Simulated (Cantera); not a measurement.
A closed system holds: 1 mol SiF4, 0.39 mol NO, equilibrated at 1748.15 K and 1.10 mbar.

Equilibrium computed with Cantera from the NASA thermochemical tables; the gas is ideal and each condensed phase is pure. Candidate condensed phases: Si, SiO2, Si2N2O, Si3N4; 28 gas species. The tables' values for SiF3 are old estimates; treat these amounts as uncertain. Kinetics and transport are ignored.

Question: What is the equilibrium state?

Answer: 
| Property | Result |
|---|---|
| x(SiF4) | 0.719 |
| x(N2) | 0.140 |
| x(O2) | 0.139 |
| x(NO) | 0.00119 |
| x(O) | 0.000826 |
| x(F) | 0.000325 |
| x(SiF3) | 0.000321 |
| gas amount | 1.391 mol |
| log10 activity of Si(l) (absent) | -14.61 |
